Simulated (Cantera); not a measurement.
# Premixed flame

A freely propagating, adiabatic, planar premixed flame of CH₄ : C₂H₆ : C₃H₈ : O₂ : N₂ = 1 : 0.082 : 0.043 : 2.72 : 8.43 (molar parts), equivalence ratio 0.92, unburnt at 300 K and 101000 Pa; mixture-averaged transport, grid criteria slope 0.08 and curve 0.16, no radiation.

Detailed kinetics in Cantera: GRI-Mech 3.0 (53 species, 325 reactions). Burning velocities carry a grid error of a few per cent, more on coarse grids.

```json
[
 {"z (mm)": "-1.01", "T (K)": "300", "u (m/s)": "0.529", "x CH₄": "0.0814", "x C₂H₆": "0.00668", "x C₃H₈": "0.00350", "x NO₂": "<1e-8", "x H": "<1e-8", "x HCN": "<1e-8"},
 {"z (mm)": "-0.672", "T (K)": "300", "u (m/s)": "0.530", "x CH₄": "0.0813", "x C₂H₆": "0.00667", "x C₃H₈": "0.00350", "x NO₂": "<1e-8", "x H": "<1e-8", "x HCN": "<1e-8"},
 {"z (mm)": "-0.504", "T (K)": "304", "u (m/s)": "0.536", "x CH₄": "0.0810", "x C₂H₆": "0.00666", "x C₃H₈": "0.00349", "x NO₂": "<1e-8", "x H": "<1e-8", "x HCN": "<1e-8"},
 {"z (mm)": "-0.336", "T (K)": "348", "u (m/s)": "0.617", "x CH₄": "0.0787", "x C₂H₆": "0.00659", "x C₃H₈": "0.00347", "x NO₂": "5.65e-8", "x H": "<1e-8", "x HCN": "1.30e-8"},
 {"z (mm)": "-0.168", "T (K)": "804", "u (m/s)": "1.45", "x CH₄": "0.0577", "x C₂H₆": "0.00523", "x C₃H₈": "0.00262", "x NO₂": "1.80e-7", "x H": "4.62e-5", "x HCN": "3.55e-7"},
 {"z (mm)": "-0.0840", "T (K)": "1283", "u (m/s)": "2.35", "x CH₄": "0.0333", "x C₂H₆": "0.00265", "x C₃H₈": "0.000905", "x NO₂": "4.13e-8", "x H": "0.000597", "x HCN": "9.88e-7"},
 {"z (mm)": "0", "T (K)": "1715", "u (m/s)": "3.17", "x CH₄": "0.00857", "x C₂H₆": "0.000195", "x C₃H₈": "2.27e-5", "x NO₂": "<1e-8", "x H": "0.00308", "x HCN": "1.98e-6"},
 {"z (mm)": "0.0840", "T (K)": "1892", "u (m/s)": "3.50", "x CH₄": "0.000666", "x C₂H₆": "6.86e-7", "x C₃H₈": "1.10e-8", "x NO₂": "<1e-8", "x H": "0.00600", "x HCN": "1.67e-6"},
 {"z (mm)": "0.168", "T (K)": "1946", "u (m/s)": "3.58", "x CH₄": "2.66e-5", "x C₂H₆": "<1e-8", "x C₃H₈": "<1e-8", "x NO₂": "<1e-8", "x H": "0.00712", "x HCN": "6.32e-7"},
 {"z (mm)": "0.336", "T (K)": "2009", "u (m/s)": "3.67", "x CH₄": "5.34e-8", "x C₂H₆": "<1e-8", "x C₃H₈": "<1e-8", "x NO₂": "<1e-8", "x H": "0.00681", "x HCN": "6.54e-8"},
 {"z (mm)": "0.672", "T (K)": "2088", "u (m/s)": "3.80", "x CH₄": "<1e-8", "x C₂H₆": "<1e-8", "x C₃H₈": "<1e-8", "x NO₂": "<1e-8", "x H": "0.00507", "x HCN": "<1e-8"},
 {"z (mm)": "1.34", "T (K)": "2174", "u (m/s)": "3.93", "x CH₄": "<1e-8", "x C₂H₆": "<1e-8", "x C₃H₈": "<1e-8", "x NO₂": "<1e-8", "x H": "0.00304", "x HCN": "<1e-8"},
 {"z (mm)": "2.69", "T (K)": "2250", "u (m/s)": "4.05", "x CH₄": "<1e-8", "x C₂H₆": "<1e-8", "x C₃H₈": "<1e-8", "x NO₂": "1.94e-8", "x H": "0.00163", "x HCN": "<1e-8"}
]
```
x: mole fraction of selected species; z is measured from the peak of heat release.

```yaml
laminar_burning_velocity: 52.9 cm/s
thermal_thickness: 0.336 mm
peak x(H): 0.00723
peak x(HCN): 2.13e-6
grid_points: 167
```
